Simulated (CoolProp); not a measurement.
Values from CoolProp's reference Helmholtz-energy equation of state, Platzer 1990. This equation is an older, rougher fit.

Task: For c-C4F8 (RC318), give the phase and the speed of sound (m/s), viscosity (µPa s), conductivity (mW/(m K)) at 474.5 K and 0.46 MPa; 451.8 K and 0.43 MPa; 390.8 K and 0.0116 MPa.

Result: 
- 474.5 K and 0.46 MPa: gas; speed of sound 140, viscosity 18.3, conductivity 24.6
- 451.8 K and 0.43 MPa: gas; speed of sound 136, viscosity 17.5, conductivity 23.0
- 390.8 K and 0.0116 MPa: gas; speed of sound 130, viscosity 15.1, conductivity 18.4

Viscosity comes from a separate model (Huber 2003), an estimate that may be off by 10 % or more. Thermal conductivity comes from a separate model (Huber 2003), an estimate that may be off by 10 % or more.
